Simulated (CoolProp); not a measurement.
R113 at 298.15 K and 0.754 MPa is throttled through a valve to 0.0947 MPa with no heat exchange. Each further row changes one setting.

Values from CoolProp's reference Helmholtz-energy equation of state, Marx 1992.

```csv
case,temperature change (K),final phase,final density (kg/m³)
as stated,+0.3,liquid,1560
outlet pressure 0.0284 MPa,-11.1,"two-phase, vapour fraction 0.067",33.1
outlet pressure 0.123 MPa,+0.2,liquid,1560
```
